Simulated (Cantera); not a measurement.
An adiabatic, constant-pressure homogeneous reactor starts with C3H8 : O2 : N2 : H2O = 1 : 8.47 : 41.5 : 5.9 (molar parts), at 1775 K and 500000 Pa. Integrator tolerance rtol = 1e-08.

Cantera simulation using GRI-Mech 3.0 (53 species, 325 reactions); the numbers are that mechanism's predictions, not measurements. GRI-Mech 3.0 was tuned for natural gas; its chemistry of propane as a main component is partial and can be far from experiment.

What does this change do: N2 41.5 to 57 parts?


```csv
quantity,before,after
time of steepest temperature rise,4.44 µs,5.05 µs
temperature at 1.00 s,2533 K,2416 K
equilibrium temperature,2533 K,2416 K
x(C3H8) at 1.00 s,<1e-12 (gas-phase equilibrium <1e-12),<1e-12 (gas-phase equilibrium <1e-12)
x(O2) at 1.00 s,0.0536 (gas-phase equilibrium 0.0536),0.0425 (gas-phase equilibrium 0.0425)
x(H2O) at 1.00 s,0.163 (gas-phase equilibrium 0.163),0.130 (gas-phase equilibrium 0.130)
x(HCN) at 1.00 s,2.25e-11 (gas-phase equilibrium 2.25e-11),5.14e-12 (gas-phase equilibrium 5.14e-12)
x(H2) at 1.00 s,0.00220 (gas-phase equilibrium 0.00220),0.00111 (gas-phase equilibrium 0.00111)
x(HO2) at 1.00 s,1.07e-5 (gas-phase equilibrium 1.07e-5),5.87e-6 (gas-phase equilibrium 5.87e-6)
x(CH2) at 1.00 s,<1e-12 (gas-phase equilibrium <1e-12),<1e-12 (gas-phase equilibrium <1e-12)
```
